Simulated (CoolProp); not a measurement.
Model: reference Helmholtz-energy equation of state, Thol 2016, in CoolProp.

For R1234ze(E), give the phase and the viscosity (µPa s) at 273.4 K and 0.716 bar; 273.4 K and 1.63 bar.


- 273.4 K and 0.716 bar: gas; viscosity 11.3
- 273.4 K and 1.63 bar: gas; viscosity 11.3

Viscosity comes from a separate model (Bell 2016), an estimate that may be off by 10 % or more.
